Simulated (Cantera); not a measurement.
**Adiabatic ignition**

An adiabatic, constant-pressure homogeneous reactor starts with 18.8 % CO, 4.52 % H₂, 17.4 % O₂, 59.3 % N₂, at 1325 K and 1.01 bar.

Cantera simulation using GRI-Mech 3.0 (53 species, 325 reactions); the numbers are that mechanism's predictions, not measurements.

```
t (s)     T (K)    x CO     x H₂    x O₂     x NO₂    x HO₂     x NO      x O
--------  -----  ------  -------  ------  --------  -------  -------  -------
2.00e-6    1325   0.188   0.0452   0.174    <1e-12  9.77e-9   <1e-12  1.95e-8
8.53e-6    1325   0.188   0.0452   0.174    <1e-12  8.42e-8   <1e-12  2.99e-7
3.64e-5    1352   0.183   0.0302   0.163  2.11e-11  4.88e-5  5.49e-8  0.00519
0.000155   2157  0.0790  0.00394  0.0889   2.74e-8  7.40e-6  9.39e-5   0.0261
0.000663   2566  0.0508  0.00204  0.0811   4.84e-7  4.98e-6  0.00110   0.0101
0.00283    2636  0.0432  0.00168  0.0761   3.10e-6  6.03e-6  0.00661  0.00757
0.0121     2628  0.0427  0.00167  0.0723   6.61e-6  5.72e-6   0.0143  0.00709
0.0515     2627  0.0426  0.00167  0.0719   6.96e-6  5.68e-6   0.0151  0.00704
0.220      2627  0.0426  0.00167  0.0719   6.96e-6  5.68e-6   0.0151  0.00704
0.937      2627  0.0426  0.00167  0.0719   6.96e-6  5.68e-6   0.0151  0.00704
4.00       2627  0.0426  0.00167  0.0719   6.96e-6  5.68e-6   0.0151  0.00704
```
x: mole fraction; the columns are a selection and need not sum to one.

```json
{
  "time_of_steepest_temperature_rise": "43.0 µs",
  "temperature at 4.00 s": "2627 K",
  "equilibrium_temperature": "2627 K",
  "x(CO) at 4.00 s": "0.0426 (gas-phase equilibrium 0.0426)",
  "x(H₂) at 4.00 s": "0.00167 (gas-phase equilibrium 0.00167)",
  "x(O₂) at 4.00 s": "0.0719 (gas-phase equilibrium 0.0719)"
}
```
